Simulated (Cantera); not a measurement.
Mixture: CH4 : O2 : N2 = 1 : 1.18 : 4.94 (molar parts), at 3300000 Pa, adiabatic and at constant pressure. Ignition delay is the time to a rise of 400 K.

Detailed kinetics in Cantera: GRI-Mech 3.0 (53 species, 325 reactions). The pressure lies above the range GRI-Mech 3.0 was tuned for (to about 10 atm).

```json
[
 {"quantity": "delay at 1273 K", "before": "0.750 ms", "after": "1.34 ms"},
 {"quantity": "delay at 1323 K", "before": "0.447 ms", "after": "0.787 ms"},
 {"quantity": "delay at 1373 K", "before": "0.273 ms", "after": "0.472 ms"},
 {"quantity": "delay at 1423 K", "before": "0.171 ms", "after": "0.289 ms"},
 {"quantity": "delay at 1473 K", "before": "0.108 ms", "after": "0.179 ms"},
 {"quantity": "delay at 1523 K", "before": "69.7 µs", "after": "0.113 ms"},
 {"quantity": "apparent activation energy between 1423 and 1523 K", "before": "160 kJ/mol", "after": "170 kJ/mol"}
]
```

Task: Name the change that produced these shifts.
A) N2 4.94 to 6.6 parts
B) CH4 1 to 1.6 parts
C) pressure from 3300000 Pa to 2000000 Pa
D) constant volume in place of constant pressure

Result: C, pressure from 3300000 Pa to 2000000 Pa
